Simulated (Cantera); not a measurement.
Charge: 1 mol Ni, 0.99 mol NH₃, 1.2 mol N₂, held at 7.50 bar.

These are equilibrium values from Cantera (NASA tables, ideal gas, pure condensed phases), not measurements of a reactor. Candidate condensed phases: Ni; 10 gas species. Kinetics and transport are ignored.

x: gas mole fraction; n: condensed amount in mol.

| T (K) | x N₂ | x H₂ | x NH₃ | x H | x Ni | n Ni(s) | n Ni(l) |
|---|---|---|---|---|---|---|---|
| 600 | 0.535 | 0.406 | 0.0590 | <1e-12 | <1e-12 | 1.00 | 0 |
| 700 | 0.534 | 0.451 | 0.0155 | <1e-12 | <1e-12 | 1.00 | 0 |
| 800 | 0.533 | 0.462 | 0.00514 | <1e-12 | <1e-12 | 1.00 | 0 |
| 900 | 0.533 | 0.465 | 0.00210 | ___ | <1e-12 | 1.00 | 0 |
| 1000 | 0.533 | 0.466 | 0.00101 | ___ | <1e-12 | 1.00 | 0 |
| 1100 | 0.533 | 0.466 | 0.000554 | ___ | <1e-12 | 1.00 | 0 |
| 1200 | 0.533 | 0.467 | 0.000334 | ___ | 1.44e-12 | 1.00 | 0 |
| 1300 | 0.533 | 0.467 | 0.000217 | ___ | 3.77e-11 | 1.00 | 0 |
| 1400 | 0.533 | 0.467 | 0.000149 | ___ | 6.14e-10 | 1.00 | 0 |
| 1500 | 0.533 | 0.467 | 0.000108 | ___ | 6.86e-9 | 1.00 | 0 |
| 1600 | 0.533 | 0.467 | 8.16e-5 | ___ | 5.63e-8 | 1.00 | 0 |
| 1700 | 0.533 | 0.467 | 6.36e-5 | ___ | 3.59e-7 | 1.000 | 0 |
| 1800 | 0.533 | 0.467 | 5.10e-5 | ___ | 1.76e-6 | 0 | 1.000 |
| 1900 | 0.533 | 0.467 | 4.19e-5 | ___ | 7.16e-6 | 0 | 1.000 |

**Question.** What belongs in the gaps?

**Answer.** 
- 900, x H: 2.91e-11
- 1000, x H: 5.66e-10
- 1100, x H: 6.45e-9
- 1200, x H: 4.92e-8
- 1300, x H: 2.76e-7
- 1400, x H: 1.21e-6
- 1500, x H: 4.39e-6
- 1600, x H: 1.36e-5
- 1700, x H: 3.68e-5
- 1800, x H: 8.93e-5
- 1900, x H: 0.000198
